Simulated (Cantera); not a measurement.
An isothermal, constant-pressure homogeneous reactor starts with CO : O₂ : H₂O : N₂ = 0.007 : 0.038 : 0.00072 : 1 (molar parts), equivalence ratio 0.092, at 1000 K and 660 Torr. Integrator tolerance rtol = 1e-08.

Computed with Cantera and GRI-Mech 3.0 (53 species, 325 reactions).

Problem. What does this change do: N2 1 to 0.14 parts?

Solution. 
```tsv
quantity	before	after
x(CO) at 2.00 s	0.00454 (gas-phase equilibrium 2.41e-12)	0.00794 (gas-phase equilibrium 5.77e-12)
x(O₂) at 2.00 s	0.0353 (gas-phase equilibrium 0.0331)	0.193 (gas-phase equilibrium 0.189)
x(H₂O) at 2.00 s	0.000686 (gas-phase equilibrium 0.000691)	0.00393 (gas-phase equilibrium 0.00395)
x(H) at 2.00 s	2.41e-8 (gas-phase equilibrium <1e-12)	2.65e-8 (gas-phase equilibrium <1e-12)
x(H₂) at 2.00 s	2.50e-6 (gas-phase equilibrium <1e-12)	4.10e-6 (gas-phase equilibrium <1e-12)
```
The temperature is held fixed by assumption; the heat of reaction is taken as removed at once.

Problem. What does this change do: 0.031 parts CH4 added?

Solution. 
```
quantity                                             before                                      after
----------------  -----------------------------------------  -----------------------------------------
x(CO) at 2.00 s    0.00454 (gas-phase equilibrium 2.41e-12)     0.00650 (gas-phase equilibrium 0.0169)
x(O₂) at 2.00 s       0.0353 (gas-phase equilibrium 0.0331)      0.0353 (gas-phase equilibrium <1e-12)
x(H₂O) at 2.00 s  0.000686 (gas-phase equilibrium 0.000691)    0.000682 (gas-phase equilibrium 0.0239)
x(H) at 2.00 s       2.41e-8 (gas-phase equilibrium <1e-12)  2.03e-11 (gas-phase equilibrium 4.43e-10)
x(H₂) at 2.00 s      2.50e-6 (gas-phase equilibrium <1e-12)     1.54e-6 (gas-phase equilibrium 0.0330)
```
The temperature is held fixed by assumption; the heat of reaction is taken as removed at once.
